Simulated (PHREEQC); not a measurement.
A made-up water analysis in mg/L, 75 °C, pH 2.82, pe 9.9:

| constituent | mg/L |
|---|---|
| Na | 27.4 |
| K | 2.51 |
| Ca | 156 |
| Mg | 3.85 |
| Cl | 23.7 |
| S(6) as SO4 | 671 |
| Pb | 0.205 |
| Al | 32.2 |
| O(0) (dissolved oxygen) | 7.48 |
| Zn | 5.33 |
| Sr | 11.5 |
| Mn(2) | 1.54 |

Valence states are taken as typed.

The numbers come from PHREEQC with the ion-association model, phreeqc.dat.

```json
{
 "ionic_strength": "0.0177 mol/kgw",
 "total_alkalinity": "-2.97 meq/kg",
 "charge_balance_error": "8.6 %"
}
```

```
species  molality  activity   log γ
-------  --------  --------  ------
SO4-2     0.00364   0.00207  -0.246
Ca+2      0.00300   0.00172  -0.243
H+        0.00171   0.00151  -0.054
HSO4-     0.00125   0.00108  -0.063
Na+       0.00118   0.00102  -0.062
AlSO4+   0.000899  0.000778  -0.063
```

No solid was allowed to form. Constants without temperature data keep their 25 °C values here.
